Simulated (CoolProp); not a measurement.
C3F8 (R218) along the isotherm 81.55 °C: density (kg/m³) from the reference equation and from simpler models built on Tc = 71.9 °C, pc = 2.640 MPa, ω = 0.317; each cubic takes its own stable root.

Values from CoolProp's reference Helmholtz-energy equation of state, Lemmon 2006. It is a short technical equation, of lower accuracy than the large ones.

| p (MPa) | phase | reference | ideal gas | van der Waals |
|---|---|---|---|---|
| 1.32 | gas | 101.7 | 84.16 | 100.1 |
| 2.64 | gas | 303.5 | 168.3 | 294.1 |
| 3.96 | supercritical | 909.1 | 252.5 | 698.0 |
| 5.28 | supercritical | 1026 | 336.6 | 775.2 |
| 6.6 | supercritical | 1086 | 420.8 | 821.8 |
| 7.92 | supercritical | 1128 | 504.9 | 855.9 |
| 9.24 | supercritical | 1161 | 589.1 | 883.0 |
| 10.6 | supercritical | 1188 | 675.8 | 906.1 |
| 11.9 | supercritical | 1211 | 758.7 | 925.0 |
| 13.2 | supercritical | 1231 | 841.6 | 941.6 |
